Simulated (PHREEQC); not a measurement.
Consider water at 25 °C with 0.014 mol NaHSO4, 0.00015 mol NH3 and 0.087 mol LiCl per kg of water. Closed to the air; pH follows from the charge balance.

Model: ion-association model, wateq4f.dat, run in PHREEQC.

### Question
The ionic strength comes out as 0.119 mol/kgw. What activity coefficients do NaSO4-, NH4+, NH4SO4-, Na+, SO4-2 get?

### Answer
NaSO4- 0.78, NH4+ 0.77, NH4SO4- 0.77, Na+ 0.77, SO4-2 0.35.

No solid was allowed to form. Complexes and solids missing from the database can't appear.
